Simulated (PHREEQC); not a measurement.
A column of 0.1 m (40 cells, dispersivity 0.005 m, 3600 s a shift, diffusion coefficient 3e-10 m²/s) holds 0.0012 eq of the database's cation exchanger X per kg of pore water, first in equilibrium with 0.00078 mol SrCl2, 0.024 mol LiCl, 0.0022 mol BaCl2 and 1e-05 mol HCl per kg of water. It is flushed with 0.00053 mol/kgw KBr, 0.0015 mol/kgw NaCl and 1e-05 mol/kgw HCl, at 25 °C. Values are for the last cell. The system is closed to CO2. Nothing may precipitate in this run.

Equilibrium calculation in PHREEQC: ion-association model, phreeqc.dat.

```csv
pore volumes,Na in solution (mol/kgw),Br in solution (mol/kgw),K in solution (mol/kgw),Li in solution (mol/kgw),Ba in solution (mol/kgw)
0,0,0,0,0.0240,0.00220
0.2625,7.31e-9,?,1.56e-9,0.0240,0.00220
0.3875,2.51e-6,9.62e-7,6.37e-7,0.0240,0.00220
0.6375,?,5.62e-5,4.30e-5,?,0.00196
0.7625,0.000353,0.000131,0.000103,0.0181,0.00164
1.012,0.000828,0.000307,0.000243,0.0102,0.000917
1.262,0.00116,0.000430,?,0.00465,0.000425
1.387,0.00125,0.000467,0.000360,0.00298,0.000285
1.637,0.00136,0.000506,0.000391,0.00115,0.000138
1.762,0.00139,0.000516,0.000402,0.000697,0.000103
2.013,0.00143,0.000525,0.000423,0.000251,?
2.263,0.00145,0.000528,0.000442,8.83e-5,4.99e-5
2.388,0.00145,0.000529,0.000450,5.21e-5,4.46e-5
2.638,0.00146,0.000530,0.000463,1.79e-5,3.71e-5
2.763,0.00147,0.000530,0.000468,1.05e-5,3.43e-5
3.013,0.00147,0.000530,0.000477,3.57e-6,2.99e-5
3.263,0.00147,0.000530,0.000483,1.21e-6,2.65e-5
3.388,0.00148,0.000530,0.000485,7.03e-7,?
3.638,0.00148,0.000530,0.000490,2.38e-7,2.28e-5
3.763,0.00148,0.000530,0.000492,1.38e-7,2.18e-5
4.013,0.00148,0.000530,0.000495,4.66e-8,2.00e-5
```

### Question
What belongs in the gaps?

### Answer

- 0.2625, Br in solution (mol/kgw): 2.94e-9
- 0.6375, Na in solution (mol/kgw): 0.000151
- 0.6375, Li in solution (mol/kgw): 0.0215
- 1.262, K in solution (mol/kgw): 0.000335
- 2.013, Ba in solution (mol/kgw): 6.66e-5
- 3.388, Ba in solution (mol/kgw): 2.52e-5
